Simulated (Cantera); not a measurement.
**Adiabatic ignition**

An adiabatic, constant-pressure homogeneous reactor starts with C2H4 : O2 : N2 : H2O = 1 : 8.33 : 31.3 : 5.9 (molar parts), equivalence ratio 0.36, at 1348 K and 0.987 atm.

Model: GRI-Mech 3.0 (53 species, 325 reactions), integrated in Cantera. GRI-Mech 3.0 was tuned for natural gas; its chemistry of ethylene as a main component is partial and can be far from experiment.

```tsv
t (s)	T (K)	x C2H4	x O2	x H2O	x C2H2	x O	x N2O
1.00e-6	1348	0.0215	0.179	0.127	1.38e-8	2.21e-11	<1e-12
3.14e-6	1348	0.0215	0.179	0.127	4.34e-8	1.43e-10	<1e-12
9.85e-6	1348	0.0215	0.179	0.127	1.37e-7	1.08e-9	<1e-12
3.09e-5	1348	0.0215	0.179	0.127	4.66e-7	5.63e-8	<1e-12
9.70e-5	1647	0.00154	0.140	0.150	0.000474	0.00157	2.42e-8
0.000305	2005	<1e-12	0.113	0.163	<1e-12	0.00234	5.21e-7
0.000956	2058	<1e-12	0.114	0.167	<1e-12	0.000461	3.85e-7
0.00300	2062	<1e-12	0.114	0.168	<1e-12	0.000359	3.03e-7
0.00942	2062	<1e-12	0.114	0.168	<1e-12	0.000359	3.03e-7
0.0296	2061	<1e-12	0.114	0.168	<1e-12	0.000359	3.03e-7
0.0928	2061	<1e-12	0.114	0.168	<1e-12	0.000357	3.03e-7
0.291	2060	<1e-12	0.113	0.168	<1e-12	0.000353	3.02e-7
0.914	2056	<1e-12	0.112	0.168	<1e-12	0.000343	3.01e-7
2.87	2051	<1e-12	0.111	0.168	<1e-12	0.000329	3.02e-7
9.00	2050	<1e-12	0.111	0.168	<1e-12	0.000325	3.03e-7
```
x: mole fraction; the columns are a selection and need not sum to one.

```json
{
  "time_of_steepest_temperature_rise": "95.2 µs",
  "temperature at 9.00 s": "2050 K",
  "equilibrium_temperature": "2049 K",
  "x(C2H4) at 9.00 s": "<1e-12 (gas-phase equilibrium <1e-12)",
  "x(O2) at 9.00 s": "0.111 (gas-phase equilibrium 0.111)",
  "x(H2O) at 9.00 s": "0.168 (gas-phase equilibrium 0.168)"
}
```
